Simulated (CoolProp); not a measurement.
Vapour-liquid equilibrium of benzene (1) + n-decane (2) at 396.6 K; x and y are mole fractions of (1).

Model: multi-fluid Helmholtz-energy mixture model, Thol 2012 and Lemmon 2006; pair parameters Bell 2016, in CoolProp.

```json
[
 {"x": "0.05", "bubble pressure, mixture model (MPa)": "0.03782", "bubble pressure, Raoult's law (MPa)": "0.03789", "y, mixture model": "0.422", "y, Raoult's law": "0.430"},
 {"x": "0.2", "bubble pressure, mixture model (MPa)": "0.08533", "bubble pressure, Raoult's law (MPa)": "0.08333", "y, mixture model": "___", "y, Raoult's law": "0.782"},
 {"x": "0.35", "bubble pressure, mixture model (MPa)": "0.1325", "bubble pressure, Raoult's law (MPa)": "0.1288", "y, mixture model": "___", "y, Raoult's law": "0.885"},
 {"x": "0.5", "bubble pressure, mixture model (MPa)": "___", "bubble pressure, Raoult's law (MPa)": "0.1742", "y, mixture model": "0.927", "y, Raoult's law": "0.935"},
 {"x": "0.65", "bubble pressure, mixture model (MPa)": "0.2206", "bubble pressure, Raoult's law (MPa)": "0.2197", "y, mixture model": "___", "y, Raoult's law": "0.964"},
 {"x": "0.8", "bubble pressure, mixture model (MPa)": "___", "bubble pressure, Raoult's law (MPa)": "0.2651", "y, mixture model": "___", "y, Raoult's law": "0.983"},
 {"x": "0.95", "bubble pressure, mixture model (MPa)": "___", "bubble pressure, Raoult's law (MPa)": "0.3105", "y, mixture model": "0.995", "y, Raoult's law": "0.996"}
]
```

**Question.** Complete the blanks.

**Answer.** 
- 0.2, y, mixture model: 0.778
- 0.35, y, mixture model: 0.880
- 0.5, bubble pressure, mixture model (MPa): 0.1774
- 0.65, y, mixture model: 0.956
- 0.8, bubble pressure, mixture model (MPa): 0.2641
- 0.8, y, mixture model: 0.978
- 0.95, bubble pressure, mixture model (MPa): 0.3098

The largest gap from Raoult's law is +2.9 % in bubble pressure, at x = 0.35. No azeotrope shows between x = 0.05 and 0.95.

Pair parameters are fitted to limited data, so mixtures are less certain than the pure fluids.
